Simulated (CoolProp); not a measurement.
p-xylene along the isobar 3050 kPa: fugacity coefficient from the reference equation and from simpler models built on Tc = 343.0 °C, pc = 3532 kPa, ω = 0.324; each cubic takes its own stable root.

Model: reference Helmholtz-energy equation of state, Zhou 2012, in CoolProp.

```tsv
T (°C)	phase	reference	van der Waals	Redlich-Kwong
146.55	liquid	0.04401	0.2092	0.08557
159.05	liquid	0.05901	0.2380	0.1081
171.55	liquid	0.07743	0.2685	0.1341
184.05	liquid	0.09963	0.3007	0.1636
196.55	liquid	0.1259	0.3345	0.1966
208.95	liquid	0.1562	0.3694	0.2327
221.45	liquid	0.1912	0.4058	0.2724
233.95	liquid	0.2307	0.4433	0.3152
246.45	liquid	0.2747	0.4817	0.3608
258.85	liquid	0.3227	0.5204	0.4084
271.35	liquid	0.3753	0.5598	0.4584
283.85	liquid	0.4316	0.5995	0.5099
296.35	liquid	0.4912	0.6389	0.5623
308.75	liquid	0.5527	0.6773	0.6142
321.25	liquid	0.6161	0.7141	0.6653
333.75	gas	0.6720	0.7309	0.7001
```

At some of these states van der Waals gives the other phase, because its saturation line lies elsewhere.
